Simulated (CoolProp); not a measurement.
Vapour-liquid equilibrium of R125 (1) + R245fa (2) at 0.357 MPa; x and y are mole fractions of (1).

Model: multi-fluid Helmholtz-energy mixture model, Lemmon 2005 and Akasaka 2015; pair parameters Bell 2016, in CoolProp.

**Question.** Give the bubble temperature and the first vapour's composition at x = 0.2, 0.8, 0.95. Is there an azeotrope?

**Answer.** x = 0.2: 21.7 °C, y = 0.677; x = 0.8: -12.4 °C, y = 0.977; x = 0.95: -17.1 °C, y = 0.995. No azeotrope shows between x = 0.05 and 0.95.

Pair parameters are fitted to limited data, so mixtures are less certain than the pure fluids.
